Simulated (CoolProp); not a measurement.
Vapour-liquid equilibrium of CHF3 (R23) (1) + sulfur hexafluoride (2) at 238.5 K; x and y are mole fractions of (1).

The numbers come from the multi-fluid Helmholtz-energy mixture model, Penoncello 2003 and Guder 2009; pair parameters Bell 2016 in CoolProp.

```csv
x,bubble pressure (kPa),y at the bubble point,dew pressure at overall composition x (kPa),liquid density (mol/L)
0.05,514.4,0.206,437.1,12.24
0.15,649.0,0.403,483.9,12.53
0.25,732.7,0.500,540.2,12.86
0.35,788.0,0.564,608.2,13.25
0.45,827.1,0.614,688.7,13.69
0.55,856.0,0.661,776.4,14.20
0.65,876.9,0.711,850.0,14.81
0.75,889.2,0.768,886.5,15.51
0.85,890.0,0.841,889.2,16.32
0.95,874.2,0.937,871.1,17.25
```

y crosses x between x = 0.75 and 0.85: the model has an azeotrope there.

The pair parameters rest on a limited set of measurements; away from them the model extrapolates.
